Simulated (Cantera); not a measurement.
## Equilibrium for boron, boron nitride and boron oxide: BCl3 + H2O + N2

Charge: 1 mol BCl3, a varied amount of H2O, 0.12 mol N2, equilibrated at 10.0 mbar.

These are equilibrium values from Cantera (NASA tables, ideal gas, pure condensed phases), not measurements of a reactor. Candidate condensed phases: B, BN, B2O3, B3O3H3, H2O, NH4Cl; 49 gas species. The tables' values for BCl2 are old estimates. Gases not in the tables: H3BO3. Kinetics and transport are ignored.

Stable condensed phases:

```
T in K \ n(H2O) in mol
         0.31 0.39 0.47 0.58 0.71 0.88  1.1  1.3  1.6    2  2.4    3
   2150     A    A    A    A    A    A    A    A    A    A    A    A
   2100     A    A    A    A    A    A    A    A    A    A    A    A
   2050     A    A    A    A    A    A    A    A    A    A    A    A
   2000     A    A    A    A    A    A    A    A    A    A    A    A
   1950     A    A    A    A    A    A    A    A    A    A    A    A
   1900     A    A    A    A    A    A    A    A    A    A    A    A
   1850     A    A    A    A    A    A    A    A    A    A    A    A
   1800     A    A    A    A    A    A    A    A    A    A    A    A
   1750     A    A    A    A    A    A    A    A    A    A    A    A
   1700     A    A    A    A    A    A    A    A    B    A    A    A
   1650     A    A    A    A    A    A    B    B    B    B    A    A
   1600     A    A    A    A    A    B    B    B    B    B    B    A
   1550     A    A    A    A    B    B    B    B    B    B    B    B
```

A: gas only; B: B2O3.
